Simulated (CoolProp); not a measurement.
Vapour-liquid equilibrium of propylene (1) + R22 (2) at 244.8 K; x and y are mole fractions of (1).

Values from CoolProp's multi-fluid Helmholtz-energy mixture model, Lemmon 2013 and Kamei 1995; pair parameters Bell 2016.

```json
[
 {"x": "0.05", "bubble pressure (kPa)": "182.9", "y at the bubble point": "0.085", "dew pressure at overall composition x (kPa)": "179.9", "liquid density (mol/L)": "15.75"},
 {"x": "0.125", "bubble pressure (kPa)": "192.3", "y at the bubble point": "0.192", "dew pressure at overall composition x (kPa)": "186.4", "liquid density (mol/L)": "15.56"},
 {"x": "0.2", "bubble pressure (kPa)": "200.2", "y at the bubble point": "0.282", "dew pressure at overall composition x (kPa)": "193.0", "liquid density (mol/L)": "15.39"},
 {"x": "0.275", "bubble pressure (kPa)": "206.8", "y at the bubble point": "0.361", "dew pressure at overall composition x (kPa)": "199.6", "liquid density (mol/L)": "15.22"},
 {"x": "0.35", "bubble pressure (kPa)": "212.4", "y at the bubble point": "0.431", "dew pressure at overall composition x (kPa)": "205.9", "liquid density (mol/L)": "15.06"},
 {"x": "0.425", "bubble pressure (kPa)": "217.0", "y at the bubble point": "0.496", "dew pressure at overall composition x (kPa)": "211.9", "liquid density (mol/L)": "14.90"},
 {"x": "0.5", "bubble pressure (kPa)": "220.7", "y at the bubble point": "0.558", "dew pressure at overall composition x (kPa)": "217.2", "liquid density (mol/L)": "14.75"},
 {"x": "0.575", "bubble pressure (kPa)": "223.7", "y at the bubble point": "0.618", "dew pressure at overall composition x (kPa)": "221.7", "liquid density (mol/L)": "14.61"},
 {"x": "0.65", "bubble pressure (kPa)": "225.9", "y at the bubble point": "0.678", "dew pressure at overall composition x (kPa)": "225.0", "liquid density (mol/L)": "14.47"},
 {"x": "0.725", "bubble pressure (kPa)": "227.4", "y at the bubble point": "0.739", "dew pressure at overall composition x (kPa)": "227.1", "liquid density (mol/L)": "14.34"},
 {"x": "0.8", "bubble pressure (kPa)": "228.1", "y at the bubble point": "0.803", "dew pressure at overall composition x (kPa)": "228.1", "liquid density (mol/L)": "14.22"},
 {"x": "0.875", "bubble pressure (kPa)": "227.9", "y at the bubble point": "0.871", "dew pressure at overall composition x (kPa)": "227.9", "liquid density (mol/L)": "14.10"},
 {"x": "0.95", "bubble pressure (kPa)": "226.7", "y at the bubble point": "0.945", "dew pressure at overall composition x (kPa)": "226.6", "liquid density (mol/L)": "13.99"}
]
```

y crosses x between x = 0.8 and 0.875: the model has an azeotrope there.

The pair parameters rest on a limited set of measurements; away from them the model extrapolates.
